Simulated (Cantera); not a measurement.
Thermodynamics of sublimation and decomposition of ceramics, feed TiC + H2

Input: 1 mol TiC, 0.22 mol H2, at 10.0 mbar.

Equilibrium computed with Cantera from the NASA thermochemical tables; the gas is ideal and each condensed phase is pure. Candidate condensed phases: C, C6H6, C7H8, C8H18, Ti, TiC; 77 gas species. TiC: taken at fixed stoichiometry. Kinetics and transport are ignored.

```tsv
T (°C)	x H2	x H	x Ti	x C2H2 (acetylene)	x C2H	x C	n TiC(s)
1200	1.000	0.000127	1.43e-9	<1e-12	<1e-12	<1e-12	1.00
1350	0.999	0.000691	1.18e-8	2.14e-11	<1e-12	<1e-12	1.00
1500	0.997	0.00284	7.59e-8	6.86e-9	<1e-12	<1e-12	1.00
1650	0.991	0.00938	6.70e-7	2.61e-7	3.52e-11	1.31e-11	1.00
1800	0.974	0.0260	6.05e-6	2.89e-6	1.83e-9	6.83e-10	1.000
1950	0.938	0.0620	4.21e-5	2.08e-5	5.07e-8	2.00e-8	1.000
2100	0.869	0.130	0.000228	0.000112	9.07e-7	3.83e-7	1.000
2250	0.757	0.242	0.000985	0.000475	1.14e-5	5.23e-6	1.000
2400	0.598	0.396	0.00354	0.00158	0.000106	5.40e-5	0.999
```
x: gas mole fraction; n: condensed amount in mol.

From 1200 °C to 2400 °C the condensed part is TiC(s).
